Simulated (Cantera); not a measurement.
A Cantera script and what it prints.

```python
import numpy as np
import cantera as ct

gas_names = """
    B BH BH2 BH3 BN B2 H H2 N NH NH2 NH3 N2 N2H2 N2H4
""".split()
cond_names = """
    B(b) B(L) BN(s)
""".split()


def load(file, names, dense=False):
    # The tables refer to 1 bar. Condensed volumes are neglected.
    table = {s.name: s for s in ct.Species.list_from_file(file)}
    out = []
    for n in names:
        d = dict(table[n].input_data)
        d["thermo"] = dict(d["thermo"], **{"reference-pressure": 1e5})
        if dense:
            d["equation-of-state"] = {"model": "constant-volume", "density": "1e6 g/cm^3"}
        out.append(ct.Species.from_dict(d))
    return out


gas = ct.Solution(thermo="ideal-gas", species=load("nasa_gas.yaml", gas_names))
cond = {s.name: ct.Solution(thermo="fixed-stoichiometry", species=[s], name=s.name)
        for s in load("nasa_condensed.yaml", cond_names, dense=True)}
atoms = {
    'B2H6': {'B': 2, 'H': 6},
    'H2': {'H': 2},
    'NH3': {'N': 1, 'H': 3},
}
top_T = {'BN(s)': 3200}  # K; cautious upper limits of use, not melting points


def equilibrate(T, P, feed):
    n = {}
    for name, mol in feed.items():
        for a, k in atoms[name].items():
            n[a] = n.get(a, 0.0) + k * mol
    gas.TPX = T, P, n
    mass = sum(n.values()) * gas.mean_molecular_weight
    gas.equilibrate("TP")
    valid = [c for c in cond.values() if c.min_temp <= T <= top_T.get(c.name, c.max_temp)]
    mix = ct.Mixture([(gas, mass / gas.mean_molecular_weight)] + [(c, 0.0) for c in valid])
    mix.T, mix.P = T, P
    mix.equilibrate("TP", solver="vcs", rtol=1e-11, max_steps=5000)
    return mix


results = []
feed = {'B2H6': 1, 'H2': 65, 'NH3': 0.21}  # mol
T = 1400  # K
P = 10000  # Pa
mix = equilibrate(T, P, feed)
results.append((T, P, feed, dict(zip(mix.species_names, mix.species_moles))))
print(gas.report(threshold=0.001))
for i in range(1, mix.n_phases):
    print(f"{mix.phase(i).name:16s} {mix.phase_moles(i):12.5e} mol")
```

Output:

```
       temperature   1400 K
          pressure   10000 Pa
           density   0.001732 kg/m^3
  mean mol. weight   2.016 kg/kmol
   phase of matter   gas

                          1 kg             1 kmol
                     ---------------   ---------------
          enthalpy        1.6429e+07        3.3122e+07  J
   internal energy        1.0655e+07        2.1482e+07  J
           entropy             97133        1.9582e+05  J/K
    Gibbs function       -1.1956e+08       -2.4103e+08  J
 heat capacity c_p             15848             31951  J/K
 heat capacity c_v             11724             23636  J/K

                      mass frac. Y      mole frac. X     chem. pot. / RT
                     ---------------   ---------------   ---------------
                H2           0.99996           0.99998           -20.707
     [  +14 minor]        3.6421e-05        1.9802e-05

B(b)              1.78970e+00 mol
BN(s)             2.10000e-01 mol
```

These are equilibrium values from Cantera (NASA tables, ideal gas, pure condensed phases), not measurements of a reactor. The feed counts by its element totals alone. Mutual solubility and eutectic melting of coexisting phases are not modelled.
